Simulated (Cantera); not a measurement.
## Adiabatic ignition

An adiabatic, constant-volume homogeneous reactor starts with CH4 : O2 : N2 = 1 : 3.12 : 11.8 (molar parts), at 975 K and 15.0 bar.

Model: GRI-Mech 3.0 (53 species, 325 reactions), integrated in Cantera. The pressure lies above the range GRI-Mech 3.0 was tuned for (to about 10 atm). Below about 1000 K GRI-Mech 3.0 lacks low-temperature oxidation paths.

| t (s) | T (K) | P (bar) | x CH4 | x O2 | x HCO | x C2H | x CH2O |
|---|---|---|---|---|---|---|---|
| 4.00e-6 | 975 | 15.0 | 0.0628 | 0.196 | <1e-12 | <1e-12 | <1e-12 |
| 1.49e-5 | 975 | 15.0 | 0.0628 | 0.196 | <1e-12 | <1e-12 | 1.24e-11 |
| 5.52e-5 | 975 | 15.0 | 0.0628 | 0.196 | <1e-12 | <1e-12 | 1.72e-10 |
| 0.000205 | 975 | 15.0 | 0.0628 | 0.196 | <1e-12 | <1e-12 | 2.48e-9 |
| 0.000761 | 975 | 15.0 | 0.0628 | 0.196 | <1e-12 | <1e-12 | 3.97e-8 |
| 0.00283 | 975 | 15.0 | 0.0628 | 0.196 | <1e-12 | <1e-12 | 7.17e-7 |
| 0.0105 | 975 | 15.0 | 0.0628 | 0.196 | <1e-12 | <1e-12 | 7.50e-6 |
| 0.0390 | 976 | 15.0 | 0.0627 | 0.196 | 2.57e-12 | <1e-12 | 8.20e-5 |
| 0.145 | 2541 | 39.2 | <1e-12 | 0.0630 | 1.07e-9 | <1e-12 | 1.58e-11 |
| 0.538 | 2541 | 39.2 | <1e-12 | 0.0630 | 1.07e-9 | <1e-12 | 1.58e-11 |
| 2.00 | 2541 | 39.2 | <1e-12 | 0.0630 | 1.07e-9 | <1e-12 | 1.58e-11 |
x: mole fraction; the columns are a selection and need not sum to one.

The time of steepest temperature rise is 76.7 ms, the temperature at 2.00 s is 2541 K and the equilibrium temperature comes out as 2541 K. The x(CH4) at 2.00 s is <1e-12 (gas-phase equilibrium <1e-12) and the x(O2) at 2.00 s is 0.0630 (gas-phase equilibrium 0.0630). The x(HCO) at 2.00 s comes out as 1.07e-9 (gas-phase equilibrium 1.07e-9).
